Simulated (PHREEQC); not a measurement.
Solution (25 °C): 0.17 mol/kgw CdCl2, 0.0061 mol/kgw Na2SO4 and 0.18 mol/kgw H2SO4. Closed to the air; pH follows from the charge balance.

Equilibrium calculation in PHREEQC: ion-association model, phreeqc.dat.

This is a speciation only: nothing precipitates in the calculation.

### Question
Order these Cl species by the share of Cl that they hold, largest first: CdCl+, CdCl3-, Cl-, CdCl2.

### Answer
Cl- (50 %), CdCl+ (29 %), CdCl2 (18 %), CdCl3- (2.9 %)

### Question
Order these Cd species by the share of Cd that they hold, largest first: CdCl3-, CdCl2, Cd+2, CdSO4, CdCl+.

### Answer
CdCl+ (58 %), CdCl2 (18 %), Cd+2 (14 %), CdSO4 (6.4 %), CdCl3- (1.9 %)

The pH is 0.77 and the ionic strength 0.432 mol/kgw.
